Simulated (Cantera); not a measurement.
Input (Python, Cantera):

```python
import numpy as np
import cantera as ct

gas = ct.Solution("h2o2.yaml")
gas.TPX = 673, 14000, {'H2': 1, 'O2': 0.455, 'N2': 1.71}
flame = ct.FreeFlame(gas, width=0.16)
flame.set_refine_criteria(ratio=3, slope=0.08, curve=0.16)
flame.transport_model = "mixture-averaged"
flame.solve(loglevel=0, auto=True)
z, T = flame.grid, flame.T
thick = (T[-1] - T[0]) / np.gradient(T, z).max()
show = ['H2', 'O2', 'H2O2', 'H', 'H2O', 'O']
print(f"laminar burning velocity  {flame.velocity[0] * 100:.3f} cm/s")
print(f"burnt temperature         {T[-1]:.1f} K")
print(f"thermal thickness         {thick * 1e3:.4f} mm")
print(f"grid points               {len(z)}")
z0 = z[flame.heat_release_rate.argmax()]
print(f"{'z/mm':>9s}{'T/K':>9s}{'u/(m/s)':>9s}" + "".join(f"{s:>11s}" for s in show))
rows = []
for k in (-3, -2, -1.5, -1, -0.5, -0.25, 0, 0.25, 0.5, 1, 2, 4, 8):
    zz = z0 + k * thick
    rows.append([k * thick, np.interp(zz, z, T), np.interp(zz, z, flame.velocity),
                 *(np.interp(zz, z, flame.X[gas.species_index(s)]) for s in show)])
    print(f"{rows[-1][0] * 1e3:9.3f}{rows[-1][1]:9.1f}{rows[-1][2]:9.3f}" + "".join(f"{x:11.3e}" for x in rows[-1][3:]))
```

Result:

```
laminar burning velocity  794.326 cm/s
burnt temperature         2476.1 K
thermal thickness         6.5567 mm
grid points               139
     z/mm      T/K  u/(m/s)         H2         O2       H2O2          H        H2O          O
  -19.670    673.0    7.943  3.160e-01  1.438e-01  1.896e-13  3.186e-14  3.743e-13  9.523e-16
  -13.113    673.0    7.943  3.160e-01  1.438e-01  1.942e-13  2.255e-11  9.275e-12  6.174e-13
   -9.835    673.0    7.943  3.160e-01  1.438e-01  2.837e-13  1.049e-09  2.473e-10  2.618e-11
   -6.557    673.0    7.943  3.160e-01  1.438e-01  2.741e-11  2.647e-07  3.276e-08  5.392e-09
   -3.278    677.4    7.990  3.150e-01  1.437e-01  1.739e-07  3.614e-04  3.103e-04  8.794e-06
   -1.639    766.9    8.982  2.958e-01  1.403e-01  2.943e-07  9.326e-03  9.442e-03  3.477e-04
    0.000   1132.0   12.900  1.495e-01  8.846e-02  7.003e-07  7.762e-02  1.141e-01  8.532e-03
    1.639   1400.8   15.744  5.885e-02  3.384e-02  7.659e-07  1.048e-01  2.110e-01  1.565e-02
    3.278   1517.0   16.919  5.722e-02  2.874e-02  5.947e-07  9.495e-02  2.205e-01  1.591e-02
    6.557   1656.9   18.296  6.025e-02  2.584e-02  3.625e-07  8.027e-02  2.272e-01  1.511e-02
   13.113   1814.6   19.800  6.212e-02  2.260e-02  1.916e-07  6.459e-02  2.362e-01  1.343e-02
   26.227   1981.4   21.337  6.207e-02  1.908e-02  1.014e-07  4.931e-02  2.476e-01  1.105e-02
   52.453   2147.6   22.818  5.990e-02  1.541e-02  6.076e-08  3.556e-02  2.609e-01  8.319e-03
```

Cantera simulation using the H2/O2 subset of GRI-Mech 3.0, which has no nitrogen chemistry; the numbers are that mechanism's predictions, not measurements. Burning velocities carry a grid error of a few per cent, more on coarse grids.
